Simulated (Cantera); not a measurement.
# SiH₄ + H₂O + H₂ (silicon oxide and oxynitride deposition)

Input: 1 mol SiH₄, 0.21 mol H₂O, 0.53 mol H₂, equilibrated at 23.0 Pa.

Cantera equilibrium calculation (NASA polynomials, part measured and part estimated; ideal gas, pure solids and liquids). Candidate condensed phases: H₂O, Si, SiO₂; 18 gas species. Mutual solubility and eutectic melting of coexisting phases are not modelled. The tables hold silica as quartz up to 1696 K and as liquid above; real silica turns to tridymite and cristobalite and melts near 1996 K. Gases not in the tables: Si₂H₆ and higher silanes. The numbers say what is thermodynamically allowed, not how fast it happens.

From 673 K to 773 K the condensed part is Si(s) + SiO₂(α-quartz). From 873 K to 1273 K the condensed part is Si(s) + SiO₂(β-quartz). From 1373 K to 1673 K the condensed part is Si(s). At 1773 K the condensed part is Si(l).

```json
[
 {"T (K)": "673", "x H₂": "1.00", "x SiO": "<1e-12", "x H": "<1e-12", "x Si": "<1e-12", "x SiH": "<1e-12", "n Si(s)": "0.895", "n SiO₂(α-quartz)": "0.105", "n SiO₂(β-quartz)": "0", "n Si(l)": "0"},
 {"T (K)": "773", "x H₂": "1.00", "x SiO": "1.01e-11", "x H": "5.98e-11", "x Si": "<1e-12", "x SiH": "<1e-12", "n Si(s)": "0.895", "n SiO₂(α-quartz)": "0.105", "n SiO₂(β-quartz)": "0", "n Si(l)": "0"},
 {"T (K)": "873", "x H₂": "1.00", "x SiO": "5.13e-9", "x H": "3.08e-9", "x Si": "<1e-12", "x SiH": "<1e-12", "n Si(s)": "0.895", "n SiO₂(α-quartz)": "0", "n SiO₂(β-quartz)": "0.105", "n Si(l)": "0"},
 {"T (K)": "973", "x H₂": "1.000", "x SiO": "7.10e-7", "x H": "7.13e-8", "x Si": "<1e-12", "x SiH": "<1e-12", "n Si(s)": "0.895", "n SiO₂(α-quartz)": "0", "n SiO₂(β-quartz)": "0.105", "n Si(l)": "0"},
 {"T (K)": "1073", "x H₂": "1.000", "x SiO": "3.87e-5", "x H": "9.24e-7", "x Si": "3.00e-11", "x SiH": "1.70e-11", "n Si(s)": "0.895", "n SiO₂(α-quartz)": "0", "n SiO₂(β-quartz)": "0.105", "n Si(l)": "0"},
 {"T (K)": "1173", "x H₂": "0.999", "x SiO": "0.00105", "x H": "7.77e-6", "x Si": "2.15e-9", "x SiH": "5.84e-10", "n Si(s)": "0.894", "n SiO₂(α-quartz)": "0", "n SiO₂(β-quartz)": "0.104", "n Si(l)": "0"},
 {"T (K)": "1273", "x H₂": "0.983", "x SiO": "0.0169", "x H": "4.66e-5", "x Si": "7.85e-8", "x SiH": "1.14e-8", "n Si(s)": "0.871", "n SiO₂(α-quartz)": "0", "n SiO₂(β-quartz)": "0.0815", "n Si(l)": "0"},
 {"T (K)": "1373", "x H₂": "0.929", "x SiO": "0.0712", "x H": "0.000212", "x Si": "1.69e-6", "x SiH": "1.40e-7", "n Si(s)": "0.790", "n SiO₂(α-quartz)": "0", "n SiO₂(β-quartz)": "0", "n Si(l)": "0"},
 {"T (K)": "1473", "x H₂": "0.928", "x SiO": "0.0712", "x H": "0.000804", "x Si": "2.38e-5", "x SiH": "1.25e-6", "n Si(s)": "0.790", "n SiO₂(α-quartz)": "0", "n SiO₂(β-quartz)": "0", "n Si(l)": "0"},
 {"T (K)": "1573", "x H₂": "0.926", "x SiO": "0.0711", "x H": "0.00258", "x Si": "0.000239", "x SiH": "8.40e-6", "n Si(s)": "0.789", "n SiO₂(α-quartz)": "0", "n SiO₂(β-quartz)": "0", "n Si(l)": "0"},
 {"T (K)": "1673", "x H₂": "0.920", "x SiO": "0.0708", "x H": "0.00720", "x Si": "0.00182", "x SiH": "4.47e-5", "n Si(s)": "0.784", "n SiO₂(α-quartz)": "0", "n SiO₂(β-quartz)": "0", "n Si(l)": "0"},
 {"T (K)": "1773", "x H₂": "0.903", "x SiO": "0.0699", "x H": "0.0178", "x Si": "0.00926", "x SiH": "0.000165", "n Si(s)": "0", "n SiO₂(α-quartz)": "0", "n SiO₂(β-quartz)": "0", "n Si(l)": "0.761"}
]
```
x: gas mole fraction; n: condensed amount in mol.
